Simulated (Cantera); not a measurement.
An adiabatic, constant-pressure homogeneous reactor starts with H₂ : O₂ : N₂ = 1 : 0.794 : 7.94 (molar parts), at 1450 K and 1200000 Pa. Integrator tolerance rtol = 1e-08.

Model: GRI-Mech 3.0 (53 species, 325 reactions), integrated in Cantera. The hydrogen kinetics of GRI-Mech 3.0 are dated; newer H2 mechanisms differ, most at raised pressure. The pressure lies above the range GRI-Mech 3.0 was tuned for (to about 10 atm).

| quantity | before | after |
|---|---|---|
| time of steepest temperature rise | 3.45 µs | 7.09 µs |
| temperature at 4.00 s | 2159 K | 2157 K |
| equilibrium temperature | 2159 K | 2157 K |
| x(H₂) at 4.00 s | 0.000160 (gas-phase equilibrium 0.000160) | 0.000244 (gas-phase equilibrium 0.000244) |
| x(O₂) at 4.00 s | 0.0292 (gas-phase equilibrium 0.0292) | 0.0292 (gas-phase equilibrium 0.0292) |
| x(O) at 4.00 s | 0.000103 (gas-phase equilibrium 0.000103) | 0.000157 (gas-phase equilibrium 0.000157) |
| x(NO₂) at 4.00 s | 7.81e-6 (gas-phase equilibrium 7.81e-6) | 5.02e-6 (gas-phase equilibrium 5.02e-6) |
| x(HO₂) at 4.00 s | 2.26e-6 (gas-phase equilibrium 2.26e-6) | 1.79e-6 (gas-phase equilibrium 1.79e-6) |
| x(OH) at 4.00 s | 0.00143 (gas-phase equilibrium 0.00143) | 0.00176 (gas-phase equilibrium 0.00176) |

Question: Which change was made?
(A) pressure from 1200000 Pa to 340000 Pa
(B) pressure from 1200000 Pa to 500000 Pa
(C) initial temperature 1450 to 1123 K
(D) pressure from 1200000 Pa to 1000000 Pa

Answer: B, pressure from 1200000 Pa to 500000 Pa
